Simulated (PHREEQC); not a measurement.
Solution (30 °C): 0.0001 mol/kgw CaSO4, 7e-05 mol/kgw Na2SO4 and 0.068 mol/kgw NaCl. Closed to the air; pH follows from the charge balance.

Computed with PHREEQC (ion-association model, phreeqc.dat).

No solid was allowed to form.

Question: What specific conductance does the model give?

Answer: specific conductance 8210 µS/cm.

Question: In which forms is S present?

Answer: SO4-2 87 %, NaSO4- 13 % of the S.
